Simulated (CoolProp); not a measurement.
trans-2-butene along the isobar 55.7 bar: Z from the reference equation and from simpler models built on Tc = 155.5 °C, pc = 40.19 bar, ω = 0.210; each cubic takes its own stable root.

Computed with CoolProp (reference Helmholtz-energy equation of state, Lemmon 2005). It is a short technical equation, of lower accuracy than the large ones.

| T (°C) | phase | reference |
|---|---|---|
| -77.15 | liquid | 0.2693 |
| -59.35 | liquid | 0.2531 |
| -41.55 | liquid | 0.2398 |
| -23.85 | liquid | 0.2288 |
| -6.05 | liquid | 0.2197 |
| 11.75 | liquid | 0.2123 |
| 29.45 | liquid | 0.2063 |
| 47.25 | liquid | 0.2018 |
| 65.05 | liquid | 0.1987 |
| 82.85 | liquid | 0.1971 |
| 100.55 | liquid | 0.1975 |
| 118.35 | liquid | 0.2004 |
| 136.15 | liquid | 0.2075 |
| 153.85 | liquid | 0.2239 |

Task: How far does each simpler model (van der Waals, Soave-Redlich-Kwong) lie from the reference over these 14 states: mean and median of the absolute difference, and the worst?

Result: 
- van der Waals: mean 59.0 %, median 59.9 %, worst +65.2 % at -77.15 °C and 55.7 bar
- Soave-Redlich-Kwong: mean 11.9 %, median 10.4 %, worst +21.2 % at 153.85 °C and 55.7 bar
